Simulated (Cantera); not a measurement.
Input (Python, Cantera):

```python
import numpy as np
import cantera as ct

gas = ct.Solution("gri30.yaml")


def delay(T, t_max=10):
    gas.TPX = T, 250000, {'CH4': 1, 'C2H6': 0.099, 'O2': 3.13, 'N2': 11.8}
    reactor = ct.IdealGasReactor(gas, clone=False)
    net = ct.ReactorNet([reactor])
    net.rtol, net.atol = 1e-8, 1e-16
    while net.time < t_max:
        t_old, T_old = net.time, reactor.T
        net.step()
        if reactor.T > T + 400:  # ignition: a rise of 400 K
            return t_old + (T + 400 - T_old) / (reactor.T - T_old) * (net.time - t_old)
    return np.nan


taus = []
for T in [1075, 1150, 1225, 1300, 1375, 1450, 1525, 1600]:
    taus.append(delay(T))
    print(f"T0 = {T:6g} K   tau = {taus[-1]:.4e} s")
```

Result:

```
T0 =   1075 K   tau = 1.4811e-02 s
T0 =   1150 K   tau = 4.8581e-03 s
T0 =   1225 K   tau = 1.9249e-03 s
T0 =   1300 K   tau = 8.5031e-04 s
T0 =   1375 K   tau = 4.0033e-04 s
T0 =   1450 K   tau = 1.9742e-04 s
T0 =   1525 K   tau = 1.0216e-04 s
T0 =   1600 K   tau = 5.5997e-05 s
```

Model: GRI-Mech 3.0 (53 species, 325 reactions), integrated in Cantera.
